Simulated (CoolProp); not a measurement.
Ammonia along the isotherm 177.85 °C: fugacity coefficient from the reference equation and from simpler models built on Tc = 132.4 °C, pc = 113.6 bar, ω = 0.256; each cubic takes its own stable root.

Computed with CoolProp (reference Helmholtz-energy equation of state, Gao 2020).

```json
[
 {"p (bar)": "28.4", "phase": "gas", "reference": "0.9380"},
 {"p (bar)": "56.8", "phase": "gas", "reference": "0.8779"},
 {"p (bar)": "85.2", "phase": "gas", "reference": "0.8194"},
 {"p (bar)": "114", "phase": "supercritical", "reference": "0.7617"},
 {"p (bar)": "142", "phase": "supercritical", "reference": "0.7070"},
 {"p (bar)": "170", "phase": "supercritical", "reference": "0.6539"},
 {"p (bar)": "199", "phase": "supercritical", "reference": "0.6018"},
 {"p (bar)": "227", "phase": "supercritical", "reference": "0.5565"},
 {"p (bar)": "256", "phase": "supercritical", "reference": "0.5166"},
 {"p (bar)": "284", "phase": "supercritical", "reference": "0.4844"}
]
```

Problem. How far does each simpler model (van der Waals, Redlich-Kwong, Soave-Redlich-Kwong, Peng-Robinson) lie from the reference over these 10 states: mean and median of the absolute difference, and the worst?

Solution. 
- van der Waals: mean 1.4 %, median 1.2 %, worst +3.7 % at 177.85 °C and 284 bar
- Redlich-Kwong: mean 0.7 %, median 0.2 %, worst +2.7 % at 177.85 °C and 284 bar
- Soave-Redlich-Kwong: mean 4.0 %, median 3.3 %, worst +9.1 % at 177.85 °C and 284 bar
- Peng-Robinson: mean 1.0 %, median 0.9 %, worst +2.6 % at 177.85 °C and 284 bar
